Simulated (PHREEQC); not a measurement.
PHREEQC input (ion-association model, wateq4f.dat):

```
SOLUTION 1
  temp 25
  units mmol/kgw
  pH 7 charge
  Cl 8.84
  Cd 3.8
  S(6) 9.5
  Na 19
  Ni 0.62
SOLUTION 2
  temp 25
  units mmol/kgw
  pH 7 charge
  Cl 16
  S(6) 1.267
  Li 0.134
  Na 2.4
END
SELECTED_OUTPUT 1
  -reset false
  -pH true
  -pe true
  -ionic_strength true
  -water true
  -totals Cd Cl Li Na Ni S S(-2) S(6)
  -molalities H+ Cd+2 Cl- Li+ Na+ Ni+2 SO4-2 NaSO4- HSO4- H2S
    HS- S-2 O2 LiSO4- OH- CdCl+ CdCl2 CdCl3- CdOH+ Cd(OH)2
    Cd(OH)3- Cd(OH)4-2 Cd2OH+3 CdOHCl CdSO4 CdHS+ Cd(HS)2 Cd(HS)3- Cd(HS)4-2 NiCl+
    NiOH+ Ni(OH)2 Ni(OH)3- NiSO4 Cd(SO4)2-2 NiCl2 Ni(SO4)2-2
  -equilibrium_phases Cd(OH)2 CdOHCl Ni(OH)2 Ni4(OH)6SO4 Halite Mirabilite Morenosite
PRINT
  -reset false
MIX 1
  1 1
  2 0
EQUILIBRIUM_PHASES 1
  Cd(OH)2 0 0
  CdOHCl 0 0
  Ni(OH)2 0 0
  Ni4(OH)6SO4 0 0
  Halite 0 0
  Mirabilite 0 0
  Morenosite 0 0
  O2(g) -0.68 10
END
# ... the last block is repeated for the other 10 points of share of solution B
```

Selected output (columns that matter, 11 of 11 rows; share of solution B added in front):

```
share of solution B	pH	mu	Cd	Cl	Li	Na	Ni	S	m_H+	m_Cd+2	m_Cl-	m_Li+	m_Na+	m_Ni+2
0	6.3041	0.034156	0.0038	0.00884	0	0.019	0.00062	0.0095	5.7129e-07	0.0018867	0.0080717	0	0.018634	0.00044427
0.1	2.9871	0.032204	0.00342	0.009556	1.34e-05	0.01734	0.000558	0.0086767	0.0011822	0.0017143	0.0087815	1.3195e-05	0.01704	0.00040981
0.2	2.6716	0.030329	0.00304	0.010272	2.68e-05	0.01568	0.000496	0.0078534	0.0024381	0.0015361	0.0095053	2.6437e-05	0.015439	0.00037363
0.3	2.4809	0.028536	0.00266	0.010988	4.02e-05	0.01402	0.000434	0.0070301	0.0037717	0.0013527	0.010245	3.9723e-05	0.013832	0.00033558
0.4	2.3415	0.02683	0.00228	0.011704	5.36e-05	0.01236	0.000372	0.0062068	0.0051859	0.0011648	0.011003	5.3053e-05	0.012217	0.00029543
0.5	2.2302	0.025216	0.0019	0.01242	6.7e-05	0.0107	0.00031	0.0053835	0.0066829	0.00097303	0.01178	6.6423e-05	0.010595	0.00025298
0.6	2.1368	0.023696	0.00152	0.013136	8.04e-05	0.00904	0.000248	0.0045602	0.0082638	0.00077855	0.012578	7.983e-05	0.0089673	0.00020803
0.7	2.0559	0.022274	0.00114	0.013852	9.38e-05	0.00738	0.000186	0.0037369	0.0099282	0.00058258	0.013398	9.3272e-05	0.0073328	0.00016039
0.8	1.9845	0.020949	0.00076	0.014568	0.0001072	0.00572	0.000124	0.0029136	0.011675	0.0003865	0.014241	0.00010675	0.0056924	0.00010991
0.9	1.9203	0.019723	0.00038	0.015284	0.0001206	0.00406	6.2e-05	0.0020903	0.0135	0.0001918	0.015108	0.00012025	0.0040464	5.6472e-05
1	1.862	0.018593	0	0.016	0.000134	0.0024	0	0.001267	0.015401	0	0.016	0.00013377	0.0023953	0
```

Complexes and solids missing from the database can't appear.
